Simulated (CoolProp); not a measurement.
Vapour-liquid equilibrium of ethanol (1) + toluene (2) at 332.7 K; x and y are mole fractions of (1).

The numbers come from the multi-fluid Helmholtz-energy mixture model, Schroeder 2014 and Lemmon 2006; pair parameters Bell 2016 in CoolProp.

```json
[
 {"x": "0.05", "bubble pressure (MPa)": "0.02989", "y at the bubble point": "0.414", "dew pressure at overall composition x (MPa)": "0.01912", "liquid density (mol/L)": "9.187"},
 {"x": "0.2", "bubble pressure (MPa)": "0.04551", "y at the bubble point": "0.647", "dew pressure at overall composition x (MPa)": "0.02248", "liquid density (mol/L)": "9.808"},
 {"x": "0.35", "bubble pressure (MPa)": "0.04908", "y at the bubble point": "0.687", "dew pressure at overall composition x (MPa)": "0.02723", "liquid density (mol/L)": "10.56"},
 {"x": "0.5", "bubble pressure (MPa)": "0.04980", "y at the bubble point": "0.698", "dew pressure at overall composition x (MPa)": "0.03439", "liquid density (mol/L)": "11.48"},
 {"x": "0.65", "bubble pressure (MPa)": "0.05032", "y at the bubble point": "0.716", "dew pressure at overall composition x (MPa)": "0.04575", "liquid density (mol/L)": "12.60"},
 {"x": "0.8", "bubble pressure (MPa)": "0.05038", "y at the bubble point": "0.770", "dew pressure at overall composition x (MPa)": "0.05003", "liquid density (mol/L)": "13.99"},
 {"x": "0.95", "bubble pressure (MPa)": "0.04782", "y at the bubble point": "0.913", "dew pressure at overall composition x (MPa)": "0.04698", "liquid density (mol/L)": "15.71"}
]
```

y crosses x between x = 0.65 and 0.8: the model has an azeotrope there.

Pair parameters are fitted to limited data, so mixtures are less certain than the pure fluids. With so large a gap from Raoult's law the liquid may split in two, which this calculation doesn't test in full.
